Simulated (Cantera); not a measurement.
Gas mixture: 100 % O2, at 0.00553 atm, frozen composition.

Cantera's kinetic-theory transport with the Lennard-Jones parameters of GRI-Mech 3.0, ideal gas; thermal conductivity in the multicomponent form.

D: mixture-averaged diffusion coefficient of that species in the mixture.

| T (K) | ρ (kg/m³) | cp (J/kg/K) | μ (µPa s) | λ (mW/m/K) | Pr | D (cm²/s) H2O | D (cm²/s) H2 | D (cm²/s) CH3 |
|---|---|---|---|---|---|---|---|---|
| 400 | 0.00539 | 941.4 | ? | 33.9 | 0.712 | 72.3 | 238 | 68.5 |
| 550 | 0.00392 | 987.2 | ? | 44.6 | 0.711 | 131 | 407 | 119 |
| 700 | 0.00308 | 1031 | ? | 54.9 | 0.710 | 204 | 608 | 180 |
| 850 | 0.00254 | 1065 | ? | 64.6 | 0.709 | 288 | 840 | 249 |
| 1000 | 0.00216 | 1090 | ? | 73.7 | 0.709 | 383 | 1100 | 328 |
| 1150 | 0.00187 | 1109 | 52.5 | 82.1 | 0.709 | 488 | 1390 | 414 |
| 1300 | 0.00166 | 1125 | 56.9 | 90.3 | 0.708 | 603 | 1700 | 508 |
| 1450 | 0.00149 | 1139 | 61.0 | 98.2 | 0.708 | 726 | 2040 | 609 |
| 1600 | 0.00135 | 1151 | 65.1 | 106 | 0.708 | 858 | 2400 | 718 |

Question: What belongs in the gaps?

Answer: 
- 400, μ (µPa s): 25.6
- 550, μ (µPa s): 32.1
- 700, μ (µPa s): 37.8
- 850, μ (µPa s): 43.0
- 1000, μ (µPa s): 47.9
